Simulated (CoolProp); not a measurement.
Model: reference Helmholtz-energy equation of state, Gao 2020, in CoolProp.

Q: For ammonia, give the phase and the viscosity (µPa s) at 86.85 °C and 442 kPa; 126.55 °C and 442 kPa.

A: 
- 86.85 °C and 442 kPa: gas; viscosity 12.4
- 126.55 °C and 442 kPa: gas; viscosity 13.9

Viscosity comes from a separate model (Fenghour 1995).
